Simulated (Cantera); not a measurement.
A perfectly stirred reactor is fed with 9.91 % H2, 90.1 % O2, equivalence ratio 0.055, at 2670 Pa; it is held at 1225 K, and followed from long to short residence time.

Cantera simulation using GRI-Mech 3.0 (53 species, 325 reactions); the numbers are that mechanism's predictions, not measurements. Radical loss at walls, strong at low pressure, is not modelled. The temperature is held fixed by assumption; the heat of reaction is taken as removed at once.

x: mole fraction; the columns are a selection and need not sum to one.

```
τ (s)   x H2   x O2   x H2O2     x OH   x H2O      x O
------  ----  -----  -------  -------  ------  -------
1.4        ?  0.894  1.63e-7  0.00103   0.103  0.00114
0.52       ?  0.893  2.12e-7  0.00143   0.103  0.00217
0.20       ?  0.891  2.63e-7  0.00197   0.102  0.00401
0.075      ?  0.887  3.15e-7  0.00271   0.101  0.00737
0.028      ?  0.880  3.60e-7  0.00369  0.0981   0.0130
0.011      ?  0.871  3.94e-7  0.00482  0.0940   0.0209
0.0041     ?  0.859  4.27e-7  0.00615  0.0873   0.0302
```

Complete the blanks.


- 1.4, x H2: 0.000156
- 0.52, x H2: 0.000289
- 0.20, x H2: 0.000516
- 0.075, x H2: 0.000926
- 0.028, x H2: 0.00164
- 0.011, x H2: 0.00279
- 0.0041, x H2: 0.00483
